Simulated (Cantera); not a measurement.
# N2O furnace oxynitridation

An isothermal, constant-pressure homogeneous reactor starts with N2O : H2O = 1 : 0.41 (molar parts), at 1598 K and 1.80 bar.

Cantera simulation using GRI-Mech 3.0 (53 species, 325 reactions); the numbers are that mechanism's predictions, not measurements. GRI-Mech 3.0 was tuned for natural gas; its chemistry of N2O as a main component is partial and can be far from experiment. The temperature is held fixed by assumption; the heat of reaction is taken as removed at once.

```csv
t (s),x N2O,x H2O,x OH,x H2,x H2O2
5.00e-5,0.681,0.287,0.00146,4.99e-5,1.04e-6
0.000140,0.633,0.282,0.00145,4.25e-5,9.73e-7
0.000389,0.523,0.270,0.00139,3.49e-5,8.35e-7
0.00109,0.330,0.249,0.00124,2.85e-5,6.29e-7
0.00303,0.121,0.227,0.000938,2.04e-5,3.96e-7
0.00847,0.0163,0.216,0.000504,7.75e-6,1.66e-7
0.0236,0.000190,0.215,0.000234,2.33e-6,5.15e-8
0.0659,1.18e-6,0.215,0.000225,2.21e-6,4.83e-8
0.184,1.17e-6,0.215,0.000225,2.21e-6,4.83e-8
0.514,1.17e-6,0.215,0.000225,2.21e-6,4.83e-8
1.43,1.15e-6,0.215,0.000225,2.20e-6,4.84e-8
4.00,1.10e-6,0.215,0.000225,2.20e-6,4.85e-8
```
x: mole fraction; the columns are a selection and need not sum to one.

Equilibrium at this temperature and pressure: N2O 1.14e-7, H2O 0.215, OH 0.000233, H2 2.04e-6, H2O2 5.21e-8 (gas phase only).
